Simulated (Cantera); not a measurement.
Feed: 1 mol Si2H6, 0.29 mol HCl, 13 mol H2, equilibrated at 948.15 K and 10.0 mbar.

Cantera equilibrium calculation (NASA polynomials, part measured and part estimated; ideal gas, pure solids and liquids). Candidate condensed phases: Si; 19 gas species. The feed counts by its element totals alone. The tables' values for SiCl3 are old estimates; treat these amounts as uncertain. Rates play no part.

What is the equilibrium state?


```json
{
 "x(H2)": "0.989",
 "x(HCl)": "0.00848",
 "x(SiCl4)": "0.00158",
 "x(SiHCl3)": "0.000833",
 "x(SiCl2)": "0.000111",
 "x(SiCl3)": "7.21e-5",
 "x(SiH2Cl2)": "4.43e-5",
 "n(Si(s))": "1.96 mol",
 "gas_amount": "16.25 mol"
}
```
